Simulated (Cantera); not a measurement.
# Moist CO burnout

A perfectly stirred reactor is fed with 0.105 % CO, 0.952 % O2, 3.71 % H2O, 95.2 % N2, equivalence ratio 0.055, at 0.133 bar; it is held at 1523 K, and followed from long to short residence time.

Model: GRI-Mech 3.0 (53 species, 325 reactions), integrated in Cantera.

```csv
τ (s),x CO,x O2,x H2O,x NO,x HO2,x H,x H2
4.9,6.08e-6,0.00898,0.0371,2.66e-7,2.35e-8,2.06e-6,2.00e-5
2.2,1.04e-5,0.00898,0.0370,2.22e-7,3.53e-8,4.20e-6,3.23e-5
0.96,1.82e-5,0.00898,0.0370,1.80e-7,5.31e-8,8.69e-6,5.23e-5
0.42,3.18e-5,0.00898,0.0369,1.37e-7,7.68e-8,1.72e-5,8.25e-5
0.19,5.45e-5,0.00899,0.0369,9.82e-8,1.03e-7,3.11e-5,0.000122
0.083,9.69e-5,0.00902,0.0368,6.30e-8,1.30e-7,5.09e-5,0.000169
0.037,0.000173,0.00906,0.0367,3.47e-8,1.48e-7,6.87e-5,0.000205
0.016,0.000320,0.00913,0.0367,1.37e-8,1.51e-7,7.04e-5,0.000207
0.0072,0.000558,0.00925,0.0368,3.28e-9,1.28e-7,4.55e-5,0.000152
0.0032,0.000884,0.00942,0.0370,2.51e-10,6.40e-8,9.56e-6,5.16e-5
```
x: mole fraction; the columns are a selection and need not sum to one.
